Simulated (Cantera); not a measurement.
Charge: 1 mol Al2O3, 1.3 mol N2, at 2250 °C and 13.0 mbar.

Equilibrium computed with Cantera from the NASA thermochemical tables; the gas is ideal and each condensed phase is pure. Candidate condensed phases: Al, AlN, Al2O3; 16 gas species. Kinetics and transport are ignored.

What is the equilibrium state?


- x(N2): 0.997
- x(O): 0.00101
- x(Al): 0.000745
- x(NO): 0.000415
- x(AlO): 0.000364
- x(Al2O): 0.000109
- x(O2): 4.99e-5
- x(N): 3.17e-6
- x(Al2O2): 2.74e-6
- n(Al2O3(l)): 0.999 mol
- gas amount: 1.303 mol
- log10 activity of Al(l) (absent): -4.42
